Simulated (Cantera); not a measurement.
Input (Python, Cantera):

```python
import numpy as np
import cantera as ct

gas = ct.Solution("gri30.yaml")
gas.TPX = 1800, 490000, {'CO': 1, 'H2': 0.37, 'CH4': 0.15, 'O2': 0.469, 'N2': 3.56, 'CO2': 0.32}
reactor = ct.IdealGasReactor(gas, energy="on", clone=False)
net = ct.ReactorNet([reactor])
net.rtol, net.atol = 1e-08, 1e-16
show = ['CO', 'H2', 'CH4', 'CO2', 'HO2', 'OH', 'HCN']
times = np.geomspace(2e-06, 7, 15)

steps = ct.SolutionArray(gas, extra=["t"])
rows = []
print(f"{'t/s':>10s}{'T/K':>9s}{'P/Pa':>11s}" + "".join(f"{s:>11s}" for s in show))
for t in times:
    while net.time < t:
        t_next = net.step()
        steps.append(gas.state, t=t_next)
    rows.append([np.interp(t, steps.t, y) for y in (steps.T, steps.P, *steps(*show).X.T)])
    print(f"{t:10.3e}{rows[-1][0]:9.1f}{rows[-1][1]:11.4g}" + "".join(f"{x:11.3e}" for x in rows[-1][2:]))
rate = np.gradient(steps.T, steps.t)
print("integrator steps:", len(steps.t))
if steps.T.max() > steps.T[0] + 200:
    print(f"time of steepest temperature rise: {steps.t[rate.argmax()]:.4e} s")
gas.TPX = 1800, 490000, {'CO': 1, 'H2': 0.37, 'CH4': 0.15, 'O2': 0.469, 'N2': 3.56, 'CO2': 0.32}
gas.equilibrate("UV")
print(f"equilibrium (UV): T = {gas.T:.1f} K  " + "  ".join(f"{s} {gas[s].X[0]:.3e}" for s in show))
```

It prints:

```
       t/s      T/K       P/Pa         CO         H2        CH4        CO2        HO2         OH        HCN
 2.000e-06   1800.1    4.9e+05  1.704e-01  6.293e-02  2.539e-02  5.455e-02  5.978e-06  1.316e-05  1.339e-12
 5.868e-06   1884.1  5.132e+05  1.718e-01  5.890e-02  1.716e-02  5.603e-02  1.063e-04  4.570e-04  1.037e-07
 1.721e-05   2629.4  7.086e+05  1.660e-01  2.342e-02  2.857e-13  8.698e-02  3.703e-06  9.837e-03  2.454e-09
 5.050e-05   2795.8  7.453e+05  1.620e-01  2.209e-02  8.287e-13  9.374e-02  1.169e-06  5.947e-03  1.746e-08
 1.482e-04   2809.3  7.481e+05  1.618e-01  2.207e-02  1.101e-12  9.420e-02  9.117e-07  5.306e-03  3.531e-08
 4.347e-04   2803.6  7.468e+05  1.622e-01  2.225e-02  1.148e-12  9.373e-02  8.613e-07  5.157e-03  5.780e-08
 1.275e-03   2799.7  7.458e+05  1.625e-01  2.238e-02  1.179e-12  9.341e-02  8.296e-07  5.060e-03  7.273e-08
 3.742e-03   2799.5  7.458e+05  1.625e-01  2.238e-02  1.181e-12  9.339e-02  8.277e-07  5.054e-03  7.365e-08
 1.098e-02   2799.5  7.458e+05  1.625e-01  2.238e-02  1.181e-12  9.339e-02  8.277e-07  5.054e-03  7.365e-08
 3.221e-02   2799.5  7.458e+05  1.625e-01  2.238e-02  1.181e-12  9.339e-02  8.277e-07  5.054e-03  7.365e-08
 9.449e-02   2799.5  7.458e+05  1.625e-01  2.238e-02  1.181e-12  9.339e-02  8.277e-07  5.054e-03  7.365e-08
 2.772e-01   2799.5  7.458e+05  1.625e-01  2.238e-02  1.181e-12  9.339e-02  8.277e-07  5.054e-03  7.365e-08
 8.133e-01   2799.5  7.458e+05  1.625e-01  2.238e-02  1.181e-12  9.339e-02  8.277e-07  5.054e-03  7.365e-08
 2.386e+00   2799.5  7.458e+05  1.625e-01  2.238e-02  1.181e-12  9.339e-02  8.277e-07  5.054e-03  7.365e-08
 7.000e+00   2799.5  7.458e+05  1.625e-01  2.238e-02  1.181e-12  9.339e-02  8.277e-07  5.054e-03  7.365e-08
integrator steps: 1556
time of steepest temperature rise: 7.6653e-06 s
equilibrium (UV): T = 2799.5 K  CO 1.625e-01  H2 2.238e-02  CH4 1.380e-12  CO2 9.339e-02  HO2 8.277e-07  OH 5.054e-03  HCN 7.365e-08
```

Model: GRI-Mech 3.0 (53 species, 325 reactions), integrated in Cantera.
